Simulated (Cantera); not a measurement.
An isothermal, constant-pressure homogeneous reactor starts with CH₄ : H₂ = 1 : 1.3 (molar parts), at 1800 K and 0.0132 atm.

Model: GRI-Mech 3.0 (53 species, 325 reactions), integrated in Cantera. GRI-Mech 3.0 stops at C3 and has no aromatics, soot or wall deposition, so with more carbon than oxygen in the feed, carbon stays in small species such as C2H2 where larger ones or solid carbon would form. Radical loss at walls, strong at low pressure, is not modelled.

x: mole fraction; the columns are a selection and need not sum to one.

```tsv
t (s)	x CH₄	x H₂	x C₂H₆	x CH₂	x CH₃
0.000100	0.435	0.565	…	1.12e-9	0.000111
0.000217	0.434	0.565	…	6.29e-9	0.000242
0.000469	0.434	0.565	…	3.16e-8	0.000527
0.00102	0.433	0.565	…	1.46e-7	0.00114
0.00220	0.431	0.566	…	6.29e-7	0.00247
0.00477	0.422	0.570	…	2.46e-6	0.00533
0.0103	0.366	0.602	…	6.80e-6	0.00950
0.0224	0.237	0.688	…	6.80e-6	0.00773
0.0484	0.130	0.759	…	4.94e-6	0.00460
0.105	0.0632	0.804	…	3.54e-6	0.00249
0.227	0.0263	0.829	…	2.41e-6	0.00122
0.492	0.00945	0.840	…	1.45e-6	0.000530
1.07	0.00321	0.844	…	7.08e-7	0.000207
2.31	0.00120	0.845	…	3.01e-7	8.14e-5
5.00	0.000525	0.845	…	1.36e-7	3.59e-5
```

**Question.** Some entries are withheld; supply them.

**Answer.** 
- 0.000100, x C₂H₆: 4.55e-9
- 0.000217, x C₂H₆: 4.85e-8
- 0.000469, x C₂H₆: 4.44e-7
- 0.00102, x C₂H₆: 3.35e-6
- 0.00220, x C₂H₆: 2.01e-5
- 0.00477, x C₂H₆: 9.64e-5
- 0.0103, x C₂H₆: 0.000265
- 0.0224, x C₂H₆: 0.000163
- 0.0484, x C₂H₆: 5.53e-5
- 0.105, x C₂H₆: 1.51e-5
- 0.227, x C₂H₆: 3.23e-6
- 0.492, x C₂H₆: 5.26e-7
- 1.07, x C₂H₆: 7.16e-8
- 2.31, x C₂H₆: 1.07e-8
- 5.00, x C₂H₆: 2.22e-9
